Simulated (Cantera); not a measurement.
Gas mixture: 100 % O₂, at 0.00987 atm, frozen composition.

Cantera's kinetic-theory transport with the Lennard-Jones parameters of GRI-Mech 3.0, ideal gas; thermal conductivity in the mixture-averaged form.

D: mixture-averaged diffusion coefficient of that species in the mixture.

```csv
T (K),ρ (kg/m³),cp (J/kg/K),μ (µPa s),λ (mW/m/K),Pr,D (cm²/s) H₂O,D (cm²/s) NH₃,D (cm²/s) NO
400,0.00962,941.4,25.6,33.9,0.713,40.5,[?],34.4
650,0.00592,1017,36.0,51.6,0.709,99.9,[?],78.7
900,0.00428,1074,44.7,67.6,0.710,179,[?],136
1150,0.00335,1109,52.5,82.2,0.708,274,[?],205
1400,0.00275,1134,59.7,95.7,0.707,383,[?],284
1650,0.00233,1155,66.4,108,0.707,506,[?],373
1900,0.00203,1174,72.7,121,0.707,642,[?],471
```

Task: What belongs in the gaps?

Result: 
- 400, D (cm²/s) NH₃: 39.0
- 650, D (cm²/s) NH₃: 95.0
- 900, D (cm²/s) NH₃: 169
- 1150, D (cm²/s) NH₃: 257
- 1400, D (cm²/s) NH₃: 359
- 1650, D (cm²/s) NH₃: 474
- 1900, D (cm²/s) NH₃: 601
